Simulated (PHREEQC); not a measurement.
0.048 g of hydrous ferric oxide (600 m²/g; 0.2 weak and 0.005 strong sites per Fe, Dzombak-Morel constants, diffuse double layer) in 1 kg of water with 0.1 mol/kgw of an inert sodium salt and 0.095 mmol/kgw ZnSO4, at 25 °C; the pH is set by adding NaOH or the inert anion's acid. Oxygen is held at 0.21 atm. No CO2 enters from the air. Nothing may precipitate in this run.

All values are PHREEQC results (ion-association model, wateq4f.dat), not measurements.

**Question.** Predict S sorbed (%), Zn sorbed (%) at pH = 6, 7, 8.

**Answer.** 
```json
[
 {"pH": "6", "S sorbed (%)": "9.3", "Zn sorbed (%)": "3.3"},
 {"pH": "7", "S sorbed (%)": "2.0", "Zn sorbed (%)": "21.0"},
 {"pH": "8", "S sorbed (%)": "0.5", "Zn sorbed (%)": "51.7"}
]
```

Along this series the solution becomes supersaturated in solids that the run did not let form, among them Zincite(c).
